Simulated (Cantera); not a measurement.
Charge: 1 mol SiHCl3, 0.053 mol Cl2, 6.2 mol N2, at 1077 °C and 0.0133 bar.

These are equilibrium values from Cantera (NASA tables, ideal gas, pure condensed phases), not measurements of a reactor. Candidate condensed phases: NH4Cl, Si, Si3N4; 28 gas species. N2 is the only nitrogen source here; it is nearly inert below about 1500 K, so the nitride shown seldom forms there in practice. The tables' values for SiCl3 are old estimates; treat these amounts as uncertain. Rates play no part.

Base state: N2 0.793, HCl 0.114, SiCl4 0.0597, SiCl2 0.0120, SiCl3 0.0120, H2 0.00931, SiHCl3 0.000279, Cl 2.04e-5 (mole fractions); condensed: Si3N4(s).

Q: What changes in the equilibrium state with this change: temperature from 1077 °C to 625 °C?

A: 
```tsv
species	before	after
N2	0.793	0.801
HCl	0.114	0.106
SiCl4	0.0597	0.0785
SiCl2	0.0120	4.66e-8
SiCl3	0.0120	8.70e-6
H2	0.00931	0.0146
Cl	2.04e-5	<1e-9
SiHCl3	0.000279	3.00e-5
Si3N4(s), mol	0.123	0.140
```

Q: What changes in the equilibrium state with this change: temperature from 1077 °C to 1300 °C?

A: 
| species | before | after |
|---|---|---|
| N2 | 0.793 | 0.764 |
| HCl | 0.114 | 0.102 |
| SiCl2 | 0.0120 | 0.0972 |
| SiCl4 | 0.0597 | 0.00834 |
| SiCl3 | 0.0120 | 0.0176 |
| H2 | 0.00931 | 0.0107 |
| H | 1.99e-6 | 3.64e-5 |
| Cl | 2.04e-5 | 0.000275 |
| SiHCl3 | 0.000279 | 0.000117 |
| Si3N4(s), mol | 0.123 | 0 |
